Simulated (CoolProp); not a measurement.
Vapour-liquid equilibrium of n-octane (1) + m-xylene (2) at 10.1 bar; x and y are mole fractions of (1).

Computed with CoolProp (multi-fluid Helmholtz-energy mixture model, Beckmüller 2019 and Zhou 2012; pair parameters Bell 2016).

| x | bubble temperature, mixture model (K) | bubble temperature, Raoult's law (K) | y, mixture model | y, Raoult's law |
|---|---|---|---|---|
| 0.05 | 523.5 | 523.7 | 0.062 | 0.064 |
| 0.125 | 521.9 | 522.3 | 0.152 | 0.157 |
| 0.2 | 520.3 | 520.9 | 0.238 | 0.246 |
| 0.275 | 518.9 | 519.6 | 0.319 | 0.331 |
| 0.35 | 517.5 | 518.2 | 0.398 | 0.413 |
| 0.425 | 516.2 | 517.0 | 0.474 | 0.492 |
| 0.5 | 514.9 | 515.7 | 0.547 | 0.567 |
| 0.575 | 513.7 | 514.4 | 0.619 | 0.639 |
| 0.65 | 512.6 | 513.2 | 0.689 | 0.709 |
| 0.725 | 511.5 | 512.0 | 0.757 | 0.776 |
| 0.8 | 510.4 | 510.9 | 0.824 | 0.840 |
| 0.875 | 509.4 | 509.7 | 0.891 | 0.902 |
| 0.95 | 508.5 | 508.6 | 0.956 | 0.961 |

The largest gap from Raoult's law is -0.8 K in bubble temperature, at x = 0.425. No azeotrope shows between x = 0.05 and 0.95.

The pair parameters rest on a limited set of measurements; away from them the model extrapolates.
